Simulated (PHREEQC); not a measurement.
A solution holds 0.093 mol HNO3, 0.003 mol CuSO4 and 0.0028 mol KCl per kg of water, at 25 °C. Closed to the air; pH follows from the charge balance.

All values are PHREEQC results (ion-association model, wateq4f.dat), not measurements.

No solid was allowed to form.

Task: Order these S species by the share of S that they hold, largest first: HSO4-, CuSO4, SO4-2, KSO4-.

Result: HSO4- (76 %), SO4-2 (22 %), CuSO4 (1.9 %), KSO4- (0.15 %)

The pH is 1.13 and the ionic strength 0.103 mol/kgw.
